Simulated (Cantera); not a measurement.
A closed system holds: 1 mol Si3N4, 0.21 mol O2, 75 mol H2, at 590 Pa.

Method: chemical equilibrium by Gibbs-energy minimisation in Cantera with the NASA 1993 tables (ideal gas, pure condensed phases). Candidate condensed phases: H2O, Si, SiO2, Si2N2O, Si3N4; 35 gas species. Gases not in the tables: Si2H6 and higher silanes. Kinetics and transport are ignored.

**Question.** What share of the Si ends up in condensed phases as a function of T (°C), at 1425, 1475, 1525, 1575, 1625, 1675, 1725, 1775, 1825?

**Answer.** 
```csv
T (°C),Si condensed (%),as
1425,85.6,Si(l)
1475,85.2,Si(l)
1525,84.4,Si(l)
1575,82.8,Si(l)
1625,79.9,Si(l)
1675,74.5,Si(l)
1725,65.1,Si(l)
1775,48.8,Si(l)
1825,21.0,Si(l)
```
